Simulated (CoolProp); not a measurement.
Vapour-liquid equilibrium of ethylene (1) + propane (2) at 673 kPa; x and y are mole fractions of (1).

Model: multi-fluid Helmholtz-energy mixture model, Smukala 2000 and Lemmon 2009; pair parameters Bell 2016, in CoolProp.

```json
[
 {"x": "0.05", "bubble temperature, mixture model (K)": "275.8", "bubble temperature, Raoult's law (K)": "274.1", "y, mixture model": "0.246", "y, Raoult's law": "0.311"},
 {"x": "0.2", "bubble temperature, mixture model (K)": "253.2", "bubble temperature, Raoult's law (K)": "251.7", "y, mixture model": "0.672", "y, Raoult's law": "0.724"},
 {"x": "0.35", "bubble temperature, mixture model (K)": "238.3", "bubble temperature, Raoult's law (K)": "237.9", "y, mixture model": "0.840", "y, Raoult's law": "0.869"},
 {"x": "0.5", "bubble temperature, mixture model (K)": "228.5", "bubble temperature, Raoult's law (K)": "228.4", "y, mixture model": "0.914", "y, Raoult's law": "0.933"},
 {"x": "0.65", "bubble temperature, mixture model (K)": "221.5", "bubble temperature, Raoult's law (K)": "221.3", "y, mixture model": "0.953", "y, Raoult's law": "0.966"},
 {"x": "0.8", "bubble temperature, mixture model (K)": "216.1", "bubble temperature, Raoult's law (K)": "215.8", "y, mixture model": "0.977", "y, Raoult's law": "0.985"},
 {"x": "0.95", "bubble temperature, mixture model (K)": "211.5", "bubble temperature, Raoult's law (K)": "211.3", "y, mixture model": "0.995", "y, Raoult's law": "0.997"}
]
```

The largest gap from Raoult's law is +1.7 K in bubble temperature, at x = 0.05. No azeotrope shows between x = 0.05 and 0.95.

Pair parameters are fitted to limited data, so mixtures are less certain than the pure fluids.
